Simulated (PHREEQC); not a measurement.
Consider water at 45 °C with 0.0011 mol K3PO4 per kg of water. Closed to the air; pH follows from the charge balance.

Equilibrium calculation in PHREEQC: ion-association model, phreeqc.dat.

```
Quantity                       Result
--------------------  ---------------
pH                              10.39
ionic strength        0.00444 mol/kgw
specific conductance        802 µS/cm
total alkalinity          2.20 meq/kg
```

```csv
species,molality,activity,log γ
K+,0.00330,0.00306,-0.033
OH-,0.00108,0.000997,-0.033
HPO4-2,0.00107,0.000798,-0.127
PO4-3,2.53e-5,1.29e-5,-0.292
KHPO4-,5.11e-6,4.76e-6,-0.032
H2PO4-,5.03e-7,4.68e-7,-0.032
```

Precipitation was switched off in this run. Species that the database lacks are ignored. Away from 25 °C the constants follow the database's enthalpies or fits; those with neither stay at their 25 °C values.
